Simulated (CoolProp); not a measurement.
Vapour-liquid equilibrium of propylene (1) + R22 (2) at 322.4 K; x and y are mole fractions of (1).

The numbers come from the multi-fluid Helmholtz-energy mixture model, Lemmon 2013 and Kamei 1995; pair parameters Bell 2016 in CoolProp.

Task: Give the bubble pressure and the first vapour's composition at x = 0.05, 0.2, 0.35. Is there an azeotrope?

Result: x = 0.05: 19.42 bar, y = 0.060; x = 0.2: 20.21 bar, y = 0.224; x = 0.35: 20.74 bar, y = 0.371. y crosses x between x = 0.5 and 0.65: the model has an azeotrope there.

The pair parameters rest on a limited set of measurements; away from them the model extrapolates.
